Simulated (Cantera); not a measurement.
SiH₂Cl₂ + N₂ (silicon nitride deposition)

Feed: 1 mol SiH₂Cl₂, a varied amount of N₂, equilibrated at 750 K and 735 Torr.

Cantera equilibrium calculation (NASA polynomials, part measured and part estimated; ideal gas, pure solids and liquids). Candidate condensed phases: NH₄Cl, Si, Si₃N₄; 28 gas species. N₂ is the only nitrogen source here; it is nearly inert below about 1500 K, so the nitride shown seldom forms there in practice. Rates play no part.

```
n(N₂) (mol)   x N₂   x HCl    x H₂  x SiCl₄     x NH₃  x SiHCl₃  x SiCl₃  n Si₃N₄(s)
-----------  -----  ------  ------  -------  --------  --------  -------  ----------
5.3          0.739   0.126  0.0901   0.0451  0.000116   1.47e-5  1.16e-8       0.235
6.3          0.773   0.112  0.0766   0.0384   9.33e-5   1.19e-5  1.02e-8       0.237
7.5          0.804  0.0993  0.0647   0.0324   7.38e-5   9.55e-6  8.95e-9       0.239
8.9          0.830  0.0879  0.0546   0.0273   5.82e-5   7.69e-6  7.84e-9       0.241
11           0.859  0.0752  0.0440   0.0220   4.28e-5   5.84e-6  6.63e-9       0.243
13           0.878  0.0663  0.0370   0.0185   3.34e-5   4.68e-6  5.80e-9       0.245
15           0.893  0.0594  0.0318   0.0159   2.69e-5   3.87e-6  5.17e-9       0.247
18           0.909  0.0514  0.0262   0.0131   2.02e-5   3.02e-6  4.45e-9       0.249
21           0.921  0.0455  0.0222   0.0111   1.59e-5   2.45e-6  3.92e-9       0.251
25           0.933  0.0395  0.0183  0.00917   1.20e-5   1.92e-6  3.39e-9       0.253
30           0.944  0.0340  0.0150  0.00749   8.91e-6   1.49e-6  2.91e-9       0.255
```
x: gas mole fraction; n: condensed amount in mol.

From 5.3 mol N₂ to 30 mol N₂ the condensed part is Si₃N₄(s). The main Si-bearing gas is SiCl₄ throughout. The share of Si in condensed phases is highest at 30 mol N₂ (76.6 %) and lowest at 5.3 mol N₂ (70.5 %).
